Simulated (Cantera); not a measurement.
Feed: 1 mol B, 3.1 mol NH3, held at 0.00133 bar.

Equilibrium computed with Cantera from the NASA thermochemical tables; the gas is ideal and each condensed phase is pure. Candidate condensed phases: B, BN; 15 gas species. Rates play no part.

### Question
At 1700 K, list the 3 most abundant gas species with their mole fractions, and the condensed phases.

### Answer
H2 0.812, N2 0.184, H 0.00364. Condensed: BN(s).
